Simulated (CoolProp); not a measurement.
Properties of C2F6 (R116) along the isobar 1.01 bar.

Values from CoolProp's reference Helmholtz-energy equation of state, Lemmon 2006. It is a short technical equation, of lower accuracy than the large ones.

| T (K) | phase | Z | cp (kJ/(kg K)) | Joule-Thomson coefficient (K/MPa) | isothermal compressibility (1/MPa) |
|---|---|---|---|---|---|
| 181.2 | liquid | 0.005558 | 0.9095 | -0.3582 | 0.002332 |
| 190.8 | liquid | 0.005412 | 0.9314 | -0.3223 | 0.002756 |
| 200.4 | gas | 0.9592 | 0.6213 | 27.94 | 10.34 |
| 210.1 | gas | 0.9654 | 0.6357 | 23.81 | 10.27 |
| 219.7 | gas | 0.9704 | 0.6506 | 20.56 | 10.21 |
| 229.4 | gas | 0.9745 | 0.6661 | 17.92 | 10.17 |
| 239 | gas | 0.9778 | 0.6817 | 15.77 | 10.13 |
| 248.7 | gas | 0.9806 | 0.6974 | 13.96 | 10.10 |
| 258.3 | gas | 0.9830 | 0.7130 | 12.47 | 10.08 |
| 268 | gas | 0.9850 | 0.7286 | 11.18 | 10.05 |
| 277.6 | gas | 0.9866 | 0.7438 | 10.10 | 10.04 |
| 287.2 | gas | 0.9881 | 0.7589 | 9.167 | 10.02 |
| 296.9 | gas | 0.9894 | 0.7738 | 8.350 | 10.01 |
| 306.5 | gas | 0.9905 | 0.7883 | 7.644 | 9.997 |
| 316.2 | gas | 0.9915 | 0.8027 | 7.019 | 9.987 |
| 325.8 | gas | 0.9923 | 0.8165 | 6.473 | 9.978 |
